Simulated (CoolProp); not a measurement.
Hexamethyldisiloxane (MM) along the isobar 2720 kPa: density (kg/m³) from the reference equation and from simpler models built on Tc = 245.6 °C, pc = 1931 kPa, ω = 0.418; each cubic takes its own stable root.

Values from CoolProp's reference Helmholtz-energy equation of state, Thol 2016.

| T (°C) | phase | reference |
|---|---|---|
| -27.45 | liquid | 816.6 |
| -16.75 | liquid | 805.9 |
| -6.15 | liquid | 795.3 |
| 4.55 | liquid | 784.5 |
| 15.15 | liquid | 773.8 |
| 25.75 | liquid | 763.0 |
| 36.45 | liquid | 752.0 |
| 47.05 | liquid | 740.9 |
| 57.75 | liquid | 729.7 |
| 68.35 | liquid | 718.4 |
| 79.05 | liquid | 706.7 |
| 89.65 | liquid | 695.0 |
| 100.35 | liquid | 682.9 |

Task: How far does each simpler model (Redlich-Kwong, Soave-Redlich-Kwong) lie from the reference over these 13 states: mean and median of the absolute difference, and the worst?

Result: 
- Redlich-Kwong: mean 10.9 %, median 10.8 %, worst -11.3 % at -27.45 °C and 2720 kPa
- Soave-Redlich-Kwong: mean 6.8 %, median 6.6 %, worst -8.4 % at -27.45 °C and 2720 kPa
